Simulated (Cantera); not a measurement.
An isothermal, constant-pressure homogeneous reactor starts with NH3 : H2 = 1 : 7.3 (molar parts), at 2248 K and 1200 Pa.

Computed with Cantera and the gas-phase N/H chemistry of the illustrative SiF4/NH3 mechanism in the Surface Chemkin manual (1991). Walls and surfaces, which speed up NH3 decomposition in real reactors, are not modelled.

x: mole fraction; the columns are a selection and need not sum to one.

```csv
t (s),x NH3,x H2,x NH2,x N2,x N2H2,x H
2.00e-6,0.120,0.880,…,<1e-12,<1e-12,4.11e-7
1.29e-5,0.120,0.880,…,<1e-12,<1e-12,3.00e-6
8.38e-5,0.120,0.879,…,1.05e-11,2.89e-11,2.11e-5
0.000543,0.120,0.879,…,1.59e-8,1.84e-9,0.000138
0.00352,0.120,0.879,…,1.45e-5,1.73e-7,0.000875
0.0228,0.112,0.881,…,0.00320,2.07e-6,0.00232
0.147,0.0655,0.907,…,0.0241,1.13e-6,0.00284
0.954,0.000997,0.934,…,0.0530,1.31e-8,0.0122
6.18,1.41e-7,0.885,…,0.0521,<1e-12,0.0627
40.0,3.24e-8,0.884,…,0.0521,<1e-12,0.0635
```

Task: Some entries are withheld; supply them.

Result: 
- 2.00e-6, x NH2: 3.19e-7
- 1.29e-5, x NH2: 1.72e-6
- 8.38e-5, x NH2: 9.52e-6
- 0.000543, x NH2: 5.96e-5
- 0.00352, x NH2: 0.000374
- 0.0228, x NH2: 0.000922
- 0.147, x NH2: 0.000641
- 0.954, x NH2: 4.06e-5
- 6.18, x NH2: 3.14e-8
- 40.0, x NH2: 7.27e-9
